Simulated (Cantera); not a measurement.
An isothermal, constant-pressure homogeneous reactor starts with NO : N2 = 1 : 5.6 (molar parts), at 2175 K and 0.132 atm. Integrator tolerance rtol = 1e-08.

Model: GRI-Mech 3.0 (53 species, 325 reactions), integrated in Cantera.

Problem. What does this change do: pressure from 0.132 atm to 0.0132 atm?

Solution. 
| quantity | before | after |
|---|---|---|
| x(NO) at 10.0 s | 0.00752 (gas-phase equilibrium 0.00752) | 0.0131 (gas-phase equilibrium 0.00742) |
| x(O2) at 10.0 s | 0.0711 (gas-phase equilibrium 0.0711) | 0.0665 (gas-phase equilibrium 0.0692) |
| x(N2O) at 10.0 s | 1.65e-7 (gas-phase equilibrium 1.65e-7) | 8.17e-8 (gas-phase equilibrium 5.15e-8) |
| x(O) at 10.0 s | 0.00169 (gas-phase equilibrium 0.00169) | 0.00506 (gas-phase equilibrium 0.00528) |
| x(N2) at 10.0 s | 0.920 (gas-phase equilibrium 0.920) | 0.915 (gas-phase equilibrium 0.918) |
| x(NO2) at 10.0 s | 2.10e-6 (gas-phase equilibrium 2.10e-6) | 1.13e-6 (gas-phase equilibrium 6.47e-7) |
Radical loss at walls, strong at low pressure, is not modelled.

Problem. What does this change do: temperature 2175 to 1423 K?

Solution. 
```tsv
quantity	before	after
x(NO) at 10.0 s	0.00752 (gas-phase equilibrium 0.00752)	0.151 (gas-phase equilibrium 0.000537)
x(O2) at 10.0 s	0.0711 (gas-phase equilibrium 0.0711)	8.50e-5 (gas-phase equilibrium 0.0755)
x(N2O) at 10.0 s	1.65e-7 (gas-phase equilibrium 1.65e-7)	6.88e-6 (gas-phase equilibrium 1.34e-8)
x(O) at 10.0 s	0.00169 (gas-phase equilibrium 0.00169)	1.09e-7 (gas-phase equilibrium 1.02e-6)
x(N2) at 10.0 s	0.920 (gas-phase equilibrium 0.920)	0.849 (gas-phase equilibrium 0.924)
x(NO2) at 10.0 s	2.10e-6 (gas-phase equilibrium 2.10e-6)	2.11e-5 (gas-phase equilibrium 8.04e-7)
```
